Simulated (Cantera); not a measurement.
Cantera run, input and output.

```python
import numpy as np
import cantera as ct

gas = ct.Solution("gri30.yaml")
gas.TPX = 1900, 101325, {'CH4': 1, 'N2': 5.3}
reactor = ct.IdealGasConstPressureReactor(gas, energy="off", clone=False)
net = ct.ReactorNet([reactor])
net.rtol, net.atol = 1e-08, 1e-18
show = ['CH4', 'H2', 'H', 'C2H4', 'CH2', 'CH3']
times = np.geomspace(0.0004, 10, 14)

steps = ct.SolutionArray(gas, extra=["t"])
rows = []
print(f"{'t/s':>10s}{'T/K':>9s}{'P/Pa':>11s}" + "".join(f"{s:>11s}" for s in show))
for t in times:
    while net.time < t:
        t_next = net.step()
        steps.append(gas.state, t=t_next)
    rows.append([np.interp(t, steps.t, y) for y in (steps.T, steps.P, *steps(*show).X.T)])
    print(f"{t:10.3e}{rows[-1][0]:9.1f}{rows[-1][1]:11.4g}" + "".join(f"{x:11.3e}" for x in rows[-1][2:]))
rate = np.gradient(steps.T, steps.t)
print("integrator steps:", len(steps.t))
if steps.T.max() > steps.T[0] + 200:
    print(f"time of steepest temperature rise: {steps.t[rate.argmax()]:.4e} s")
gas.TPX = 1900, 101325, {'CH4': 1, 'N2': 5.3}
gas.equilibrate("TP")
print(f"equilibrium (TP): T = {gas.T:.1f} K  " + "  ".join(f"{s} {gas[s].X[0]:.3e}" for s in show))
```

Output:

```
       t/s      T/K       P/Pa        CH4         H2          H       C2H4        CH2        CH3
 4.000e-04   1900.0  1.013e+05  8.981e-02  8.021e-02  1.553e-04  7.197e-03  4.413e-06  2.942e-03
 8.717e-04   1900.0  1.013e+05  5.736e-02  1.276e-01  2.147e-04  2.134e-03  2.827e-06  1.808e-03
 1.900e-03   1900.0  1.013e+05  3.255e-02  1.616e-01  2.671e-04  6.693e-04  1.781e-06  1.043e-03
 4.140e-03   1900.0  1.013e+05  1.644e-02  1.833e-01  3.081e-04  2.743e-04  1.016e-06  5.441e-04
 9.021e-03   1900.0  1.013e+05  7.694e-03  1.949e-01  3.346e-04  1.846e-04  5.222e-07  2.619e-04
 1.966e-02   1900.0  1.013e+05  3.518e-03  2.005e-01  3.488e-04  1.697e-04  2.520e-07  1.218e-04
 4.284e-02   1900.0  1.013e+05  1.664e-03  2.029e-01  3.555e-04  1.688e-04  1.224e-07  5.810e-05
 9.336e-02   1900.0  1.013e+05  9.213e-04  2.039e-01  3.581e-04  1.694e-04  6.856e-08  3.226e-05
 2.035e-01   1900.0  1.013e+05  7.145e-04  2.042e-01  3.588e-04  1.697e-04  5.336e-08  2.504e-05
 4.434e-01   1900.0  1.013e+05  6.960e-04  2.042e-01  3.588e-04  1.697e-04  5.200e-08  2.440e-05
 9.663e-01   1900.0  1.013e+05  6.956e-04  2.042e-01  3.588e-04  1.697e-04  5.198e-08  2.439e-05
 2.106e+00   1900.0  1.013e+05  6.953e-04  2.042e-01  3.588e-04  1.697e-04  5.196e-08  2.438e-05
 4.589e+00   1900.0  1.013e+05  6.950e-04  2.042e-01  3.588e-04  1.696e-04  5.193e-08  2.436e-05
 1.000e+01   1900.0  1.013e+05  6.945e-04  2.042e-01  3.588e-04  1.693e-04  5.190e-08  2.435e-05
integrator steps: 1425
equilibrium (TP): T = 1900.0 K  CH4 4.269e-04  H2 2.046e-01  H 3.592e-04  C2H4 6.338e-05  CH2 3.183e-08  CH3 1.495e-05
```

Model: GRI-Mech 3.0 (53 species, 325 reactions), integrated in Cantera. GRI-Mech 3.0 stops at C3 and has no aromatics, soot or wall deposition, so with more carbon than oxygen in the feed, carbon stays in small species such as C2H2 where larger ones or solid carbon would form.
